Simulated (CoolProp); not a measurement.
Values from CoolProp's reference Helmholtz-energy equation of state, Younglove 1994. It is a modified Benedict-Webb-Rubin equation, recast in Helmholtz form.

### Question
Give the vapour pressure (MPa), enthalpy of vaporisation (kJ/kg), liquid cp (kJ/(kg K)), surface tension (mN/m) of saturated R123 at 239.3, 247.2 K.

### Answer
| T (K) | p (MPa) | enthalpy of vaporisation (kJ/kg) | liquid cp (kJ/(kg K)) | surface tension (mN/m) |
|---|---|---|---|---|
| 239.3 | 0.00532 | 194 | 0.954 | 22.4 |
| 247.2 | 0.00858 | 191 | 0.962 | 21.4 |

Surface tension comes from a separate correlation (Mulero 2012).
